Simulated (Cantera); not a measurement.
What does this Cantera script print?

```python
import numpy as np
import cantera as ct

gas_names = """
    CL CL2 H HCL H2 N NH NH2 NH3 N2 N2H2 N2H4 Ti TiCL TiCL2 TiCL3 TiCL4
""".split()
cond_names = """
    NH4CL(a) NH4CL(b) Ti(a) Ti(b) Ti(L) TiCL2(s) TiCL3(s) TiCL4(L) TiN(s) TiN(L)
""".split()


# ... load() reads the species with a 1 bar reference pressure and builds the phases ...
atoms = {
    'TiN': {'Ti': 1, 'N': 1},
    'HCl': {'H': 1, 'CL': 1},
    'Cl2': {'CL': 2},
}
top_T = {'TiCL2(s)': 1300, 'TiCL3(s)': 1000}  # K; cautious upper limits of use, not melting points


# ... equilibrate(T, P, feed) seeds the gas with the atoms and calls Mixture.equilibrate('TP', solver="vcs", rtol=1e-11, max_steps=5000) ...
results = []
feed = {'TiN': 1, 'HCl': 11, 'Cl2': 1.1}  # mol
P = 2300  # Pa
for T in [1498, 1548, 1598, 1648, 1698, 1748, 1798, 1848, 1898, 1948]:
    mix = equilibrate(T, P, feed)
    results.append((T, P, feed, dict(zip(mix.species_names, mix.species_moles))))

top = {s: max(r[3][s] / sum(r[3][g] for g in gas_names) for r in results) for s in gas_names}
cols = sorted((s for s in top if top[s] > 1e-06), key=lambda s: -top[s])[:6]
seen = [c for c in cond_names if any(r[3].get(c, 0) > 1e-12 for r in results)]
print("log10 of partial pressures in bar; condensed amounts in mol")
print(f"{'T/K':>10s}" + "".join(f"{s[:9]:>10s}" for s in cols + seen))
for T, P, feed, n in results:
    ng = sum(n[g] for g in gas_names)
    print(f"{T:10.4g}" + "".join(f"{np.log10(max(n[s] / ng * P / 1e5, 1e-99)):10.3f}" for s in cols)
          + "".join(f"{n.get(c, 0):10.4g}" for c in seen))
```

It prints:

```
log10 of partial pressures in bar; condensed amounts in mol
       T/K       HCL     TiCL3        H2     TiCL4        N2        CL
      1498    -1.728    -3.123    -2.860    -2.922    -3.011    -5.157
      1548    -1.727    -3.051    -2.883    -2.977    -3.012    -4.894
      1598    -1.725    -2.993    -2.906    -3.038    -3.014    -4.648
      1648    -1.724    -2.945    -2.927    -3.102    -3.015    -4.416
      1698    -1.723    -2.907    -2.946    -3.169    -3.016    -4.200
      1748    -1.723    -2.876    -2.961    -3.240    -3.018    -3.997
      1798    -1.724    -2.852    -2.971    -3.314    -3.019    -3.807
      1848    -1.725    -2.834    -2.976    -3.392    -3.021    -3.632
      1898    -1.728    -2.820    -2.975    -3.474    -3.023    -3.469
      1948    -1.731    -2.812    -2.967    -3.560    -3.025    -3.320
```

Method: chemical equilibrium by Gibbs-energy minimisation in Cantera with the NASA 1993 tables (ideal gas, pure condensed phases). The tables' values for TiCl2 are old estimates; treat these amounts as uncertain.
